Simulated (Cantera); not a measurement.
Charge: 1 mol Nb₂O₅, 0.65 mol H₂, equilibrated at 3.60 bar.

Equilibrium computed with Cantera from the NASA thermochemical tables; the gas is ideal and each condensed phase is pure. Candidate condensed phases: H₂O, Nb, NbO, NbO₂, Nb₂O₅; 12 gas species. Mutual solubility and eutectic melting of coexisting phases are not modelled. Condensed phases not in the tables: the oxides between NbO₂ and Nb₂O₅. Equilibrium is a limit: real reactors are often held back by kinetics, nucleation or transport.

log p: log10 of the partial pressure in bar; n: condensed amount in mol.

```csv
T (K),log p H₂,log p H₂O,log p H,log p OH,log p NbO₂,log p O,n NbO₂(s),n Nb₂O₅(s),n Nb₂O₅(l)
1625,0.50,-0.33,-3.90,-6.11,-8.71,-10.59,0.168,0.916,0
1650,0.49,-0.30,-3.80,-5.93,-8.44,-10.31,0.181,0.910,0
1675,0.49,-0.27,___,___,___,___,0.194,0.903,0
1700,0.48,-0.24,-3.59,-5.60,-7.92,-9.77,0.207,0.896,0
1725,0.48,-0.21,-3.49,-5.44,-7.67,-9.51,0.221,0.890,0
1750,0.47,-0.19,___,___,___,___,0.234,0.883,0
1775,0.46,-0.16,-3.31,-5.14,-7.20,-9.02,0.248,0.876,0
1800,0.46,-0.16,-3.21,-5.02,-6.97,-8.81,0.250,0,0.875
1825,0.47,-0.17,-3.12,-4.91,-6.75,-8.62,0.245,0,0.878
1850,0.47,-0.18,-3.03,-4.81,-6.54,-8.43,0.239,0,0.881
```

Problem. Fill in the missing entries.

Solution. 
- 1750, log p H: -3.40
- 1750, log p OH: -5.29
- 1750, log p NbO₂: -7.43
- 1750, log p O: -9.26
- 1675, log p H: -3.69
- 1675, log p OH: -5.76
- 1675, log p NbO₂: -8.18
- 1675, log p O: -10.03
